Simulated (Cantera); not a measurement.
Iron carbonyl, mercury and lead vapours: Fe(CO)5 + O2 + N2

Charge: 1 mol Fe(CO)5, a varied amount of O2, 0.24 mol N2, held at 1123 K and 90.0 Torr.

Equilibrium computed with Cantera from the NASA thermochemical tables; the gas is ideal and each condensed phase is pure. Candidate condensed phases: C, Fe, Fe(CO)5, FeO, Fe2O3, Fe3O4; 27 gas species. Mutual solubility and eutectic melting of coexisting phases are not modelled. The tables' stoichiometric FeO is somewhat more stable than real wüstite, so its field is too wide. FeO: taken at fixed stoichiometry. Condensed phases not in the tables: cementite and carbon dissolved in iron. Rates play no part.

```csv
n(O2) (mol),x CO,x CO2,x N2,n C(graphite),n Fe(α),n FeO(s)
0.011,0.948,0.00651,0.0459,0.0120,1.00,0
0.017,0.948,0.00651,0.0458,0,1.00,0
0.027,0.944,0.0103,0.0458,0,1.00,0
0.044,0.937,0.0168,0.0458,0,1.00,0
0.071,0.927,0.0271,0.0458,0,1.00,0
0.11,0.912,0.0420,0.0458,0,1.00,0
0.18,0.885,0.0687,0.0458,0,1.00,0
0.29,0.844,0.111,0.0458,0,1.00,0
0.47,0.784,0.171,0.0458,0,0.954,0.0463
0.75,0.784,0.171,0.0458,0,0.394,0.606
1.2,0.687,0.267,0.0458,0,0,1.00
```
x: gas mole fraction; n: condensed amount in mol.

At 0.011 mol O2 the condensed part is C(graphite) + Fe(α). From 0.017 mol O2 to 0.29 mol O2 the condensed part is Fe(α). From 0.47 mol O2 to 0.75 mol O2 the condensed part is Fe(α) + FeO(s). At 1.2 mol O2 the condensed part is FeO(s).
